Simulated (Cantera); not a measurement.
What does this Cantera script print?

```python
import numpy as np
import cantera as ct

gas_names = """
    B BH BH2 BH3 BN B2 H H2 N NH NH2 NH3 N2 N2H2 N2H4
""".split()
cond_names = """
    B(b) B(L) BN(s)
""".split()


# ... load() reads the species with a 1 bar reference pressure and builds the phases ...
atoms = {
    'borazine': {'B': 3, 'N': 3, 'H': 6},
    'N2': {'N': 2},
    'NH3': {'N': 1, 'H': 3},
}
top_T = {'BN(s)': 3200}  # K; cautious upper limits of use, not melting points


# ... equilibrate(T, P, feed) seeds the gas with the atoms and calls Mixture.equilibrate('TP', solver="vcs", rtol=1e-11, max_steps=5000) ...
results = []
feed = {'borazine': 1, 'N2': 5.8, 'NH3': 0.13}  # mol
T = 2075  # K
P = 37000  # Pa
mix = equilibrate(T, P, feed)
results.append((T, P, feed, dict(zip(mix.species_names, mix.species_moles))))
x = sorted(zip(gas.X, gas.species_names), reverse=True)
print(f"T = {T:g} K  P = {P:g} Pa  gas = {mix.phase_moles(0):.4g} mol")
print("   x: " + "  ".join(f"{s} {v:.3e}" for v, s in x if v > 0.001))
print("   condensed (mol): " + ("  ".join(f"{mix.phase(i).name} {mix.phase_moles(i):.4g}"
      for i in range(1, mix.n_phases) if mix.phase_moles(i) > 1e-12) or "none"))
```

Output:

```
T = 2075 K  P = 37000 Pa  gas = 9.072 mol
   x: N2 6.465e-01  H2 3.509e-01  H 2.594e-03
   condensed (mol): BN(s) 3
```

These are equilibrium values from Cantera (NASA tables, ideal gas, pure condensed phases), not measurements of a reactor. The feed counts by its element totals alone.
